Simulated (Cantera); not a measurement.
## Adiabatic ignition

An adiabatic, constant-volume homogeneous reactor starts with 8.14 % CH3OH, 13.1 % O2, 78.8 % N2, at 1573 K and 3.26 atm.

Cantera simulation using GRI-Mech 3.0 (53 species, 325 reactions); the numbers are that mechanism's predictions, not measurements. GRI-Mech 3.0 was tuned for natural gas; its chemistry of methanol as a main component is partial and can be far from experiment.

```json
[
 {"t (s)": "4.00e-6", "T (K)": "1573", "P (bar)": "3.30", "x CH3OH": "0.0811", "x O2": "0.131", "x CH2": "1.88e-7", "x CO": "2.21e-5", "x C2H4": "2.07e-8", "x HCO": "1.23e-8", "x C2H": "<1e-12"},
 {"t (s)": "1.39e-5", "T (K)": "1575", "P (bar)": "3.31", "x CH3OH": "0.0795", "x O2": "0.130", "x CH2": "1.90e-7", "x CO": "0.000120", "x C2H4": "1.18e-7", "x HCO": "2.47e-7", "x C2H": "<1e-12"},
 {"t (s)": "4.80e-5", "T (K)": "2340", "P (bar)": "5.40", "x CH3OH": "<1e-12", "x O2": "0.0328", "x CH2": "<1e-12", "x CO": "0.0443", "x C2H4": "<1e-12", "x HCO": "3.98e-7", "x C2H": "<1e-12"},
 {"t (s)": "0.000167", "T (K)": "2816", "P (bar)": "6.30", "x CH3OH": "<1e-12", "x O2": "0.0194", "x CH2": "<1e-12", "x CO": "0.0243", "x C2H4": "<1e-12", "x HCO": "4.73e-8", "x C2H": "<1e-12"},
 {"t (s)": "0.000577", "T (K)": "2806", "P (bar)": "6.28", "x CH3OH": "<1e-12", "x O2": "0.0174", "x CH2": "<1e-12", "x CO": "0.0245", "x C2H4": "<1e-12", "x HCO": "4.68e-8", "x C2H": "<1e-12"},
 {"t (s)": "0.00200", "T (K)": "2801", "P (bar)": "6.26", "x CH3OH": "<1e-12", "x O2": "0.0165", "x CH2": "<1e-12", "x CO": "0.0246", "x C2H4": "<1e-12", "x HCO": "4.67e-8", "x C2H": "<1e-12"},
 {"t (s)": "0.00693", "T (K)": "2801", "P (bar)": "6.26", "x CH3OH": "<1e-12", "x O2": "0.0165", "x CH2": "<1e-12", "x CO": "0.0246", "x C2H4": "<1e-12", "x HCO": "4.67e-8", "x C2H": "<1e-12"},
 {"t (s)": "0.0240", "T (K)": "2801", "P (bar)": "6.26", "x CH3OH": "<1e-12", "x O2": "0.0165", "x CH2": "<1e-12", "x CO": "0.0246", "x C2H4": "<1e-12", "x HCO": "4.67e-8", "x C2H": "<1e-12"},
 {"t (s)": "0.0833", "T (K)": "2801", "P (bar)": "6.26", "x CH3OH": "<1e-12", "x O2": "0.0165", "x CH2": "<1e-12", "x CO": "0.0246", "x C2H4": "<1e-12", "x HCO": "4.67e-8", "x C2H": "<1e-12"},
 {"t (s)": "0.289", "T (K)": "2801", "P (bar)": "6.26", "x CH3OH": "<1e-12", "x O2": "0.0165", "x CH2": "<1e-12", "x CO": "0.0246", "x C2H4": "<1e-12", "x HCO": "4.67e-8", "x C2H": "<1e-12"},
 {"t (s)": "1.00", "T (K)": "2801", "P (bar)": "6.26", "x CH3OH": "<1e-12", "x O2": "0.0165", "x CH2": "<1e-12", "x CO": "0.0246", "x C2H4": "<1e-12", "x HCO": "4.67e-8", "x C2H": "<1e-12"}
]
```
x: mole fraction; the columns are a selection and need not sum to one.

The time of steepest temperature rise comes out as 45.2 µs and the temperature at 1.00 s comes out as 2801 K. The equilibrium temperature is 2801 K. The x(CH3OH) at 1.00 s is <1e-12 (gas-phase equilibrium <1e-12) and the x(O2) at 1.00 s comes out as 0.0165 (gas-phase equilibrium 0.0165). The x(CH2) at 1.00 s is <1e-12 (gas-phase equilibrium <1e-12).
